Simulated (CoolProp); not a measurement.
Saturation properties of fluorine (Tc = -128.7 °C, pc = 5240 kPa, ω = 0.045).

Values from CoolProp's reference Helmholtz-energy equation of state, de Reuck 1990.

```
T (°C)      p (kPa)  liquid density (kg/m³)    vapour Z
-------  ----------  ----------------------  ----------
-207.85       4.907              (withheld)  (withheld)
-201.95       14.74                    1595      0.9912
-196.15       36.29                    1557      0.9830
-190.35  (withheld)                    1517      0.9710
-184.45  (withheld)                    1476      0.9544
-178.65  (withheld)              (withheld)      0.9333
-172.75       441.5                    1387      0.9070
-166.95       684.6                    1339      0.8758
-161.05        1019                    1286      0.8382
-155.25        1450                    1229      0.7942
-149.45        1998                    1166      0.7418
-143.55        2695                    1090  (withheld)
-137.75        3538                   996.2  (withheld)
-131.85        4585                   848.8      0.4752
```

Task: Some entries are withheld; supply them.

Result: 
- -207.85, liquid density (kg/m³): 1632
- -207.85, vapour Z: 0.9961
- -190.35, p (kPa): 77.82
- -184.45, p (kPa): 151.3
- -178.65, p (kPa): 266.6
- -178.65, liquid density (kg/m³): 1433
- -143.55, vapour Z: 0.6769
- -137.75, vapour Z: 0.5962

It boils at -188.1 °C under 1 atm.
